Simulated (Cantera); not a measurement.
Input (Python, Cantera) and output of one run.

```python
import numpy as np
import cantera as ct

gas_names = """
    H H2 H2S Ni NiS S SH S2 S8
""".split()
cond_names = """
    Ni(cr) Ni(L) NiS(b) NiS(a) NiS(L) NiS2(s) NiS2(L) Ni3S2(I) Ni3S2(II) Ni3S2(L) Ni3S4(s) S(cr1) S(cr2)
    S(L)
""".split()


def load(file, names, dense=False):
    # The tables refer to 1 bar. Condensed volumes are neglected.
    table = {s.name: s for s in ct.Species.list_from_file(file)}
    out = []
    for n in names:
        d = dict(table[n].input_data)
        d["thermo"] = dict(d["thermo"], **{"reference-pressure": 1e5})
        if dense:
            d["equation-of-state"] = {"model": "constant-volume", "density": "1e6 g/cm^3"}
        out.append(ct.Species.from_dict(d))
    return out


gas = ct.Solution(thermo="ideal-gas", species=load("nasa_gas.yaml", gas_names))
cond = {s.name: ct.Solution(thermo="fixed-stoichiometry", species=[s], name=s.name)
        for s in load("nasa_condensed.yaml", cond_names, dense=True)}
atoms = {
    'NiS': {'Ni': 1, 'S': 1},
    'H2': {'H': 2},
}
top_T = {'Ni3S4(s)': 620}  # K; cautious upper limits of use, not melting points


def equilibrate(T, P, feed):
    n = {}
    for name, mol in feed.items():
        for a, k in atoms[name].items():
            n[a] = n.get(a, 0.0) + k * mol
    gas.TPX = T, P, n
    mass = sum(n.values()) * gas.mean_molecular_weight
    gas.equilibrate("TP")
    valid = [c for c in cond.values() if c.min_temp <= T <= top_T.get(c.name, c.max_temp)]
    mix = ct.Mixture([(gas, mass / gas.mean_molecular_weight)] + [(c, 0.0) for c in valid])
    mix.T, mix.P = T, P
    mix.equilibrate("TP", solver="vcs", rtol=1e-11, max_steps=5000)
    return mix


results = []
feed = {'NiS': 1, 'H2': 4}  # mol
T = 1525  # K
P = 2700  # Pa
mix = equilibrate(T, P, feed)
results.append((T, P, feed, dict(zip(mix.species_names, mix.species_moles))))
x = sorted(zip(gas.X, gas.species_names), reverse=True)
print(f"T = {T:g} K  P = {P:g} Pa  gas = {mix.phase_moles(0):.4g} mol")
print("   x: " + "  ".join(f"{s} {v:.3e}" for v, s in x if v > 1e-05))
print("   condensed (mol): " + ("  ".join(f"{mix.phase(i).name} {mix.phase_moles(i):.4g}"
      for i in range(1, mix.n_phases) if mix.phase_moles(i) > 1e-12) or "none"))
```

It prints:

```
T = 1525 K  P = 2700 Pa  gas = 4.055 mol
   x: H2 9.302e-01  H2S 5.518e-02  S2 1.253e-02  SH 1.928e-03  H 1.389e-04  S 3.688e-05
   condensed (mol): Ni3S2(L) 0.3333
```

Method: chemical equilibrium by Gibbs-energy minimisation in Cantera with the NASA 1993 tables (ideal gas, pure condensed phases).
